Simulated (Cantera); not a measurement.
## H₂O + N₂ + SO₂ + H₂S (abatement and gas-phase synthesis)

Input: 1 mol H₂O, 12 mol N₂, 0.87 mol SO₂, 0.0021 mol H₂S, held at 260000 Pa.

Equilibrium computed with Cantera from the NASA thermochemical tables; the gas is ideal and each condensed phase is pure. Candidate condensed phases: H₂O, H₂SO₄, S; 35 gas species. Kinetics and transport are ignored.

| T (°C) | x N₂ | x H₂O | x SO₂ | x H₂ | x SO |
|---|---|---|---|---|---|
| 1550 | 0.865 | 0.0717 | 0.0627 | 0.000472 | 0.000158 |
| 1600 | 0.865 | 0.0716 | 0.0626 | 0.000546 | 0.000200 |
| 1650 | 0.865 | 0.0715 | 0.0626 | 0.000648 | 0.000259 |
| 1700 | 0.864 | 0.0713 | 0.0625 | 0.000781 | 0.000338 |
| 1750 | 0.864 | 0.0711 | 0.0624 | 0.000948 | 0.000443 |
| 1800 | 0.864 | 0.0708 | 0.0622 | 0.00115 | 0.000579 |
| 1850 | 0.864 | 0.0705 | 0.0620 | 0.00140 | 0.000753 |
| 1900 | 0.863 | 0.0700 | 0.0618 | 0.00168 | 0.000971 |
| 1950 | 0.863 | 0.0695 | 0.0615 | 0.00202 | 0.00124 |
| 2000 | 0.862 | 0.0690 | 0.0611 | 0.00241 | 0.00158 |
| 2050 | 0.862 | 0.0683 | 0.0607 | 0.00285 | 0.00198 |
| 2100 | 0.861 | 0.0675 | 0.0601 | 0.00335 | 0.00246 |
| 2150 | 0.860 | 0.0665 | 0.0595 | 0.00390 | 0.00303 |
x: gas mole fraction; nothing condenses.

From 1550 °C to 2150 °C nothing is condensed.
